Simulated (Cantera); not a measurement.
Feed: 1 mol borazine, 0.46 mol H2O, 6.4 mol H2, equilibrated at 0.375 Torr.

Method: chemical equilibrium by Gibbs-energy minimisation in Cantera with the NASA 1993 tables (ideal gas, pure condensed phases). Candidate condensed phases: B, BN, B2O3, B3O3H3, H2O; 39 gas species. The feed counts by its element totals alone. Mutual solubility and eutectic melting of coexisting phases are not modelled. The numbers say what is thermodynamically allowed, not how fast it happens.

Problem. Which condensed phases are stable at each of these points (T (K)): 1898, 1948, 1998, 2048, 2098, 2148, 2198, 2248, 2298, 2348?

Solution. 
```csv
T (K),condensed phases,B condensed (%)
1898,B(s) + BN(s),84.5
1948,B(s) + BN(s),84.4
1998,B(s),84.3
2048,B(s),84.1
2098,B(s),83.7
2148,B(s),83.0
2198,B(s),81.6
2248,B(s),79.1
2298,B(s),74.2
2348,B(s),64.9
```

From 1898 K to 1948 K the condensed part is B(s) + BN(s). From 1998 K to 2348 K the condensed part is B(s).
